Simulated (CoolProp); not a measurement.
Values from CoolProp's reference Helmholtz-energy equation of state, Penoncello 2003.

Question: For CHF3 (R23), give the phase and the cp (kJ/(kg K)), conductivity (mW/(m K)) at 62.75 °C and 38.2 kPa; 62.75 °C and 1100 kPa.

Answer: 
- 62.75 °C and 38.2 kPa: gas; cp 0.785, conductivity 15.5
- 62.75 °C and 1100 kPa: gas; cp 0.841, conductivity 16.9

Thermal conductivity comes from a separate model (Shan 2000).
